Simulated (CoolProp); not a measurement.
Vapour-liquid equilibrium of propylene (1) + dimethyl ether (2) at 319.4 K; x and y are mole fractions of (1).

Model: multi-fluid Helmholtz-energy mixture model, Lemmon 2013 and Wu 2011; pair parameters Bell 2016, in CoolProp.

Question: Give the bubble pressure and the first vapour's composition at x = 0.35, 0.45, 0.55. Is there an azeotrope?

Answer: x = 0.35: 1.392 MPa, y = 0.470; x = 0.45: 1.480 MPa, y = 0.566; x = 0.55: 1.565 MPa, y = 0.653. No azeotrope shows between x = 0.05 and 0.95.

The pair parameters rest on a limited set of measurements; away from them the model extrapolates.
